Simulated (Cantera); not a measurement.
Cantera run:

```python
import numpy as np
import cantera as ct

gas_names = [...]  # 140 gases of nasa_gas.yaml made of C, Fe, H, N, O
cond_names = """
    C(gr) C6H6(L) C7H8(L) C8H18(L),n-octa Fe(a) Fe(c) Fe(d) Fe(L) FeC5O5(L) FeO(s) FeO(L) Fe(OH)2(s)
    Fe(OH)3(s) Fe2O3(s) Fe3O4(s) H2O(s) H2O(L)
""".split()


# ... load() reads the species with a 1 bar reference pressure and builds the phases ...
atoms = {
    'Fe3O4': {'Fe': 3, 'O': 4},
    'CH4': {'C': 1, 'H': 4},
    'N2': {'N': 2},
}
top_T = {'C(gr)': 4500, 'Fe2O3(s)': 1830, 'Fe3O4(s)': 1870}  # K; cautious upper limits of use, not melting points


# ... equilibrate(T, P, feed) seeds the gas with the atoms and calls Mixture.equilibrate('TP', solver="vcs", rtol=1e-11, max_steps=5000) ...
results = []
feed = {'Fe3O4': 1, 'CH4': 0.36, 'N2': 2.9}  # mol
T = 1125  # K
P = 101325  # Pa
mix = equilibrate(T, P, feed)
results.append((T, P, feed, dict(zip(mix.species_names, mix.species_moles))))
print(gas.report(threshold=1e-06))
for i in range(1, mix.n_phases):
    print(f"{mix.phase(i).name:16s} {mix.phase_moles(i):12.5e} mol")
```

Result:

```
       temperature   1125 K
          pressure   1.0132e+05 Pa
           density   0.28038 kg/m^3
  mean mol. weight   25.883 kg/kmol
   phase of matter   gas

                          1 kg             1 kmol
                     ---------------   ---------------
          enthalpy       -9.3223e+05       -2.4129e+07  J
   internal energy       -1.2936e+06       -3.3483e+07  J
           entropy              9211        2.3841e+05  J/K
    Gibbs function       -1.1295e+07       -2.9234e+08  J
 heat capacity c_p            1365.5             35344  J/K
 heat capacity c_v            1044.3             27029  J/K

                      mass frac. Y      mole frac. X     chem. pot. / RT
                     ---------------   ---------------   ---------------
                CO          0.041381           0.03824           -40.984
               CO2          0.088777          0.052213            -73.87
                H2         0.0056318          0.072306            -20.42
               H2O          0.075581           0.10859           -53.305
               NH3        3.0712e-06        4.6676e-06           -43.369
                N2           0.78863           0.72864           -25.478
     [ +134 minor]        2.2749e-07        2.9716e-07

C(gr)             0.00000e+00 mol
Fe(a)             0.00000e+00 mol
FeC5O5(L)         0.00000e+00 mol
FeO(s)            3.00000e+00 mol
Fe(OH)2(s)        0.00000e+00 mol
Fe(OH)3(s)        0.00000e+00 mol
Fe2O3(s)          0.00000e+00 mol
Fe3O4(s)          0.00000e+00 mol
```

Method: chemical equilibrium by Gibbs-energy minimisation in Cantera with the NASA 1993 tables (ideal gas, pure condensed phases). The tables' stoichiometric FeO is somewhat more stable than real wüstite, so its field is too wide. FeO: taken at fixed stoichiometry.
